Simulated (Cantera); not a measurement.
Input (Python, Cantera):

```python
import numpy as np
import cantera as ct

gas = ct.Solution("gri30.yaml")
gas.TPX = 1325, 500000, {'H2': 1, 'O2': 0.263, 'N2': 0.989}
reactor = ct.IdealGasConstPressureReactor(gas, energy="on", clone=False)
net = ct.ReactorNet([reactor])
net.rtol, net.atol = 1e-08, 1e-16
show = ['H2', 'O2', 'H2O', 'O', 'N2O', 'HO2', 'OH']
times = np.geomspace(3e-06, 0.2, 13)

steps = ct.SolutionArray(gas, extra=["t"])
rows = []
print(f"{'t/s':>10s}{'T/K':>9s}{'P/Pa':>11s}" + "".join(f"{s:>11s}" for s in show))
for t in times:
    while net.time < t:
        t_next = net.step()
        steps.append(gas.state, t=t_next)
    rows.append([np.interp(t, steps.t, y) for y in (steps.T, steps.P, *steps(*show).X.T)])
    print(f"{t:10.3e}{rows[-1][0]:9.1f}{rows[-1][1]:11.4g}" + "".join(f"{x:11.3e}" for x in rows[-1][2:]))
rate = np.gradient(steps.T, steps.t)
print("integrator steps:", len(steps.t))
if steps.T.max() > steps.T[0] + 200:
    print(f"time of steepest temperature rise: {steps.t[rate.argmax()]:.4e} s")
gas.TPX = 1325, 500000, {'H2': 1, 'O2': 0.263, 'N2': 0.989}
gas.equilibrate("HP")
print(f"equilibrium (HP): T = {gas.T:.1f} K  " + "  ".join(f"{s} {gas[s].X[0]:.3e}" for s in show))
```

It prints:

```
       t/s      T/K       P/Pa         H2         O2        H2O          O        N2O        HO2         OH
 3.000e-06   1325.1      5e+05  4.440e-01  1.167e-01  4.337e-05  2.220e-06  1.079e-11  1.386e-05  1.472e-06
 7.570e-06   2242.8      5e+05  1.962e-01  2.387e-03  2.237e-01  4.859e-03  3.537e-08  6.030e-06  1.521e-02
 1.910e-05   2740.0      5e+05  2.247e-01  3.281e-04  2.491e-01  7.099e-04  4.783e-08  7.837e-07  8.607e-03
 4.821e-05   2818.8      5e+05  2.292e-01  1.467e-04  2.540e-01  3.293e-04  5.835e-08  3.139e-07  6.173e-03
 1.216e-04   2821.8      5e+05  2.295e-01  1.392e-04  2.541e-01  3.137e-04  5.991e-08  2.955e-07  6.036e-03
 3.070e-04   2820.6      5e+05  2.297e-01  1.375e-04  2.539e-01  3.104e-04  6.424e-08  2.920e-07  5.998e-03
 7.746e-04   2819.3      5e+05  2.300e-01  1.357e-04  2.537e-01  3.068e-04  7.253e-08  2.882e-07  5.957e-03
 1.955e-03   2819.0      5e+05  2.300e-01  1.353e-04  2.537e-01  3.060e-04  7.502e-08  2.873e-07  5.947e-03
 4.932e-03   2819.0      5e+05  2.300e-01  1.353e-04  2.537e-01  3.060e-04  7.505e-08  2.873e-07  5.947e-03
 1.245e-02   2819.0      5e+05  2.300e-01  1.353e-04  2.537e-01  3.060e-04  7.505e-08  2.873e-07  5.947e-03
 3.141e-02   2819.0      5e+05  2.300e-01  1.353e-04  2.537e-01  3.060e-04  7.505e-08  2.873e-07  5.947e-03
 7.926e-02   2819.0      5e+05  2.300e-01  1.353e-04  2.537e-01  3.060e-04  7.505e-08  2.873e-07  5.947e-03
 2.000e-01   2819.0      5e+05  2.300e-01  1.353e-04  2.537e-01  3.060e-04  7.505e-08  2.873e-07  5.947e-03
integrator steps: 1305
time of steepest temperature rise: 6.3960e-06 s
equilibrium (HP): T = 2819.0 K  H2 2.300e-01  O2 1.353e-04  H2O 2.537e-01  O 3.060e-04  N2O 7.505e-08  HO2 2.873e-07  OH 5.947e-03
```

Detailed kinetics in Cantera: GRI-Mech 3.0 (53 species, 325 reactions). The hydrogen kinetics of GRI-Mech 3.0 are dated; newer H2 mechanisms differ, most at raised pressure.
